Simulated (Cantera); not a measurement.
Charge: 1 mol AlN, 2.2 mol H₂O, equilibrated at 2100 K and 0.100 bar.

Method: chemical equilibrium by Gibbs-energy minimisation in Cantera with the NASA 1993 tables (ideal gas, pure condensed phases). Candidate condensed phases: Al, AlN, Al₂O₃, H₂O; 35 gas species. Gases not in the tables: Al(OH)₃. Kinetics and transport are ignored.

Base state: H₂ 0.550, H₂O 0.258, N₂ 0.184, H 0.00731, OH 0.000408 (mole fractions); condensed: Al₂O₃(s).

Q: What changes in the equilibrium state with this change: temperature from 2100 K to 1398 K?

A: 
| species | before | after |
|---|---|---|
| H₂ | 0.550 | 0.556 |
| H₂O | 0.258 | 0.259 |
| N₂ | 0.184 | 0.185 |
| H | 0.00731 | 1.12e-5 |
| OH | 0.000408 | 1.03e-7 |
| Al₂O₃(s), mol | 0.500 | 0.500 |

Q: What changes in the equilibrium state with this change: temperature from 2100 K to 1175 K?

A: 
| species | before | after |
|---|---|---|
| H₂ | 0.550 | 0.556 |
| H₂O | 0.258 | 0.259 |
| N₂ | 0.184 | 0.185 |
| H | 0.00731 | 2.89e-7 |
| OH | 0.000408 | <1e-9 |
| Al₂O₃(s), mol | 0.500 | 0.500 |
